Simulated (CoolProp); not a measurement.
Computed with CoolProp (reference Helmholtz-energy equation of state, Lemmon 2006). It is a short technical equation, of lower accuracy than the large ones.

Q: For CH3F (R41), give the phase and the density (kg/m³), cp (kJ/(kg K)), cv (kJ/(kg K)), speed of sound (m/s) at 279.9 K and 2.36 MPa; 279.9 K and 4.72 MPa; 279.9 K and 6.5 MPa.

A: 
- 279.9 K and 2.36 MPa: gas; density 49.5, cp 2.42, cv 1.23, speed of sound 241
- 279.9 K and 4.72 MPa: liquid; density 670, cp 2.61, cv 1.21, speed of sound 600
- 279.9 K and 6.5 MPa: liquid; density 680, cp 2.52, cv 1.20, speed of sound 630
